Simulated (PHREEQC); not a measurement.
## Cooling-tower water

A made-up water analysis in mmol/kgw, 20 °C, pH 7.46, pe 8.9: Na 1.03; K 0.0494; Ca 4.01; Mg 1.44; Cl 0.66; S(6) 5.41; Alkalinity (meq/kgw) 1.07; O(0) (counted as O atoms) 0.0278.

Cl is adjusted to close the charge balance.
Valence states are taken as typed.

Equilibrium calculation in PHREEQC: ion-association model, phreeqc.dat.

Precipitation was switched off in this run.

Problem. What ionic strength does the model give?

Solution. ionic strength 0.0181 mol/kgw.

Problem. In which forms is S present?

Solution. SO4-2 78 %, CaSO4 15 %, MgSO4 6.3 % of the S.

Complexes and solids missing from the database can't appear.
